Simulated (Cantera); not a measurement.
Cantera run, input and output.

```python
import numpy as np
import cantera as ct

gas = ct.Solution("gri30.yaml")
gas.TPX = 475, 22000, {'CH4': 1, 'H2': 0.042, 'O2': 1.68, 'N2': 6.33, 'H2O': 0.3, 'CO2': 0.44}
flame = ct.FreeFlame(gas, width=0.12)
flame.set_refine_criteria(ratio=3, slope=0.08, curve=0.16)
flame.transport_model = "mixture-averaged"
flame.solve(loglevel=0, auto=True)
z, T = flame.grid, flame.T
thick = (T[-1] - T[0]) / np.gradient(T, z).max()
show = ['CH4', 'H2', 'O2', 'CO', 'C2H6', 'CH2']
print(f"laminar burning velocity  {flame.velocity[0] * 100:.3f} cm/s")
print(f"burnt temperature         {T[-1]:.1f} K")
print(f"thermal thickness         {thick * 1e3:.4f} mm")
print(f"grid points               {len(z)}")
z0 = z[flame.heat_release_rate.argmax()]
print(f"{'z/mm':>9s}{'T/K':>9s}{'u/(m/s)':>9s}" + "".join(f"{s:>11s}" for s in show))
rows = []
for k in (-3, -2, -1.5, -1, -0.5, -0.25, 0, 0.25, 0.5, 1, 2, 4, 8):
    zz = z0 + k * thick
    rows.append([k * thick, np.interp(zz, z, T), np.interp(zz, z, flame.velocity),
                 *(np.interp(zz, z, flame.X[gas.species_index(s)]) for s in show)])
    print(f"{rows[-1][0] * 1e3:9.3f}{rows[-1][1]:9.1f}{rows[-1][2]:9.3f}" + "".join(f"{x:11.3e}" for x in rows[-1][3:]))
```

It prints:

```
laminar burning velocity  78.144 cm/s
burnt temperature         2086.7 K
thermal thickness         1.6810 mm
grid points               155
     z/mm      T/K  u/(m/s)        CH4         H2         O2         CO       C2H6        CH2
   -5.043    475.1    0.782  1.020e-01  5.464e-03  1.714e-01  1.640e-06  1.340e-08  1.501e-18
   -3.362    476.5    0.787  1.016e-01  7.994e-03  1.709e-01  3.127e-05  4.616e-07  4.904e-15
   -2.522    484.2    0.802  1.007e-01  1.139e-02  1.699e-01  2.098e-04  4.825e-06  9.666e-13
   -1.681    552.3    0.922  9.539e-02  1.844e-02  1.645e-01  2.164e-03  9.562e-05  1.095e-09
   -0.841    963.0    1.638  6.604e-02  2.991e-02  1.302e-01  1.889e-02  1.183e-03  3.297e-07
   -0.420   1348.5    2.323  3.534e-02  3.541e-02  8.960e-02  4.023e-02  1.128e-03  1.075e-05
    0.000   1684.5    2.930  8.676e-03  3.611e-02  4.521e-02  6.182e-02  1.054e-04  5.490e-05
    0.420   1820.9    3.172  7.666e-04  3.078e-02  1.991e-02  6.571e-02  7.223e-07  2.002e-05
    0.841   1850.2    3.217  3.559e-05  2.723e-02  1.108e-02  6.051e-02  1.367e-09  1.379e-06
    1.681   1869.5    3.238  7.441e-08  2.647e-02  7.352e-03  5.415e-02  1.026e-14  3.530e-09
    3.362   1891.9    3.269  1.645e-11  2.653e-02  6.239e-03  5.150e-02  3.056e-20  9.546e-13
    6.724   1923.2    3.316  7.977e-16  2.586e-02  5.256e-03  5.082e-02  3.866e-26  3.778e-16
   13.448   1964.1    3.377  5.642e-16  2.477e-02  3.972e-03  5.014e-02  7.892e-30  2.932e-16
```

Cantera simulation using GRI-Mech 3.0 (53 species, 325 reactions); the numbers are that mechanism's predictions, not measurements. Burning velocities carry a grid error of a few per cent, more on coarse grids.
